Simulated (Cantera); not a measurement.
A perfectly stirred reactor is fed with CO : H2 : CH4 : O2 : N2 = 1 : 0.5 : 0.13 : 0.594 : 2.23 (molar parts), at 1.18 atm; it is adiabatic with a 575 K inlet, and is followed from long to short residence time, starting on the burning branch (τ in s: 0.028, 0.014, 0.0065, 0.0031, 0.0015, 0.00073, 0.00035, 0.00017, 8.1e-05).

Computed with Cantera and GRI-Mech 3.0 (53 species, 325 reactions).

Predict: blow-out, bracketed by the residence times tried; x(CO) at τ = 28.0 ms; x(H2) at τ = 28.0 ms; x(CH4) at τ = 28.0 ms; x(NO) at τ = 28.0 ms; x(CH3) at τ = 28.0 ms; x(CO) at τ = 1.50 ms; x(H2) at τ = 1.50 ms; x(CH4) at τ = 1.50 ms; x(NO) at τ = 1.50 ms; x(CH3) at τ = 1.50 ms.


```json
{
  "blow_out_bracketed_by_the_residence_times_tried": "burning at 81.0 µs, the shortest tried",
  "x(CO) at τ = 28.0 ms": "0.164",
  "x(H2) at τ = 28.0 ms": "0.0380",
  "x(CH4) at τ = 28.0 ms": "3.25e-6",
  "x(NO) at τ = 28.0 ms": "0.000321",
  "x(CH3) at τ = 28.0 ms": "2.86e-6",
  "x(CO) at τ = 1.50 ms": "0.163",
  "x(H2) at τ = 1.50 ms": "0.0388",
  "x(CH4) at τ = 1.50 ms": "1.39e-5",
  "x(NO) at τ = 1.50 ms": "0.000185",
  "x(CH3) at τ = 1.50 ms": "1.08e-5"
}
```
